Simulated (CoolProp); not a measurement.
Saturation properties of acetone (Tc = 235.0 °C, pc = 46.92 bar, ω = 0.307).

The numbers come from the reference Helmholtz-energy equation of state, Lemmon 2006 in CoolProp. It is a short technical equation, of lower accuracy than the large ones.

```tsv
T (°C)	p (bar)	vapour density (kg/m³)	enthalpy of vaporisation (kJ/kg)	surface tension (mN/m)
33.65	0.4407	1.036	525.3	21.6
47.05	0.7367	1.679	511.2	20.0
60.45	1.174	2.607	496.6	18.3
73.85	1.795	3.900	481.2	16.7
87.25	2.648	5.657	465.0	15.1
100.65	3.786	7.995	447.9	13.5
114.05	5.265	11.06	429.5	12.0
127.55	7.166	15.06	409.7	10.4
140.95	9.526	20.19	388.2	8.94
154.35	12.43	26.80	364.7	7.48
167.75	15.96	35.37	338.4	6.06
181.15	20.20	46.65	308.6	4.68
194.55	25.26	61.93	273.9	3.36
207.95	31.26	83.76	231.6	2.10
221.45	38.40	119.2	174.7	0.941
```

It boils at 56.1 °C under 1 atm.

Surface tension comes from a separate correlation (Mulero 2012).
